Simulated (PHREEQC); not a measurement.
0.089 g of hydrous ferric oxide (600 m²/g; 0.2 weak and 0.005 strong sites per Fe, Dzombak-Morel constants, diffuse double layer) in 1 kg of water with 0.1 mol/kgw of an inert sodium salt and 7.6e-05 mol CaCl2 and 1.7e-06 mol NaF, at 25 °C; the pH is set by adding NaOH or the inert anion's acid. Oxygen is held at 0.21 atm. CO2 from the air is kept out. Precipitation was switched off in this run.

Equilibrium calculation in PHREEQC: ion-association model, wateq4f.dat.

| pH | Ca sorbed (%) | F sorbed (%) | surface charge σ (C/m²) | surface potential ψ (mV) |
|---|---|---|---|---|
| 4 | 0.0 | 52.1 | 0.319 | 146 |
| 4.5 | 0.0 | 47.3 | 0.272 | 138 |
| 5 | 0.0 | 38.0 | 0.214 | 126 |
| 5.5 | 0.0 | 26.5 | 0.158 | 111 |
| 6 | 0.0 | 15.9 | 0.111 | 93 |
| 6.5 | 0.0 | 8.3 | 0.074 | 74 |
| 7 | 0.2 | 3.8 | 0.045 | 53 |
| 7.5 | 1.2 | 1.6 | 0.023 | 30 |
| 8 | 4.0 | 0.7 | 0.006 | 8 |
| 8.5 | 9.6 | 0.3 | -0.010 | -14 |
| 9 | 24.8 | 0.1 | -0.024 | -31 |
| 9.5 | 51.0 | 0.1 | -0.035 | -43 |
| 10 | 74.3 | 0.0 | -0.046 | -54 |
| 10.5 | 88.1 | 0.0 | -0.059 | -64 |
| 11 | 94.4 | 0.0 | -0.073 | -73 |
| 11.5 | 96.6 | 0.0 | -0.085 | -80 |
| 12 | 97.1 | 0.0 | -0.094 | -83 |
